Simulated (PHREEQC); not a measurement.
Dissolve 26 mmol/kgw Al2(SO4)3 and 0.22 mmol/kgw H3AsO4 at 9.6 °C. Closed to the air; pH follows from the charge balance.

Model: ion-association model, wateq4f.dat, run in PHREEQC.

No solid was allowed to form.

**Question.** Estimate the pH, ionic strength.

**Answer.** pH 3.84; ionic strength 0.0997 mol/kgw.

**Question.** In which forms is S present?

**Answer.** AlSO4+ 46 %, SO4-2 30 %, Al(SO4)2- 24 % of the S.

At this temperature some constants are extrapolated from 25 °C, and those without enthalpy data are left unchanged.
